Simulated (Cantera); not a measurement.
## Stirred combustor or abatement burner

A perfectly stirred reactor is fed with CH4 : C2H6 : O2 : N2 = 1 : 0.64 : 2.83 : 10.6 (molar parts), equivalence ratio 1.5, at 130000 Pa; it is adiabatic with a 450 K inlet, and is followed from long to short residence time, starting on the burning branch (τ in s: 0.22, 0.057, 0.015, 0.0039, 0.001, 0.00027, 7.1e-05, 1.9e-05, 4.9e-06).

Detailed kinetics in Cantera: GRI-Mech 3.0 (53 species, 325 reactions).

```
τ (s)    T (K)     x CH4    x C2H6      x O2     x HCN     x CH3      x O
-------  -----  --------  --------  --------  --------  --------  -------
0.22      2042  0.000170   2.59e-7   5.01e-5   1.77e-5   3.60e-5  1.73e-6
0.057     2040  0.000380   9.60e-7  0.000156   5.44e-5   9.78e-5  2.94e-6
0.015     2036  0.000676   3.36e-6  0.000444  0.000125  0.000225  6.20e-6
0.0039    2025   0.00103   1.13e-5   0.00120  0.000211  0.000458  1.55e-5
0.0010    1996   0.00172   4.12e-5   0.00346  0.000221  0.000929  3.98e-5
0.00027   1871   0.00510  0.000284    0.0152   5.54e-5   0.00209  8.17e-5
7.1e-5     450    0.0664    0.0425     0.188    <1e-12    <1e-12   <1e-12
1.9e-5     450    0.0664    0.0425     0.188    <1e-12    <1e-12   <1e-12
4.9e-6     450    0.0664    0.0425     0.188    <1e-12    <1e-12   <1e-12
```
x: mole fraction; the columns are a selection and need not sum to one.
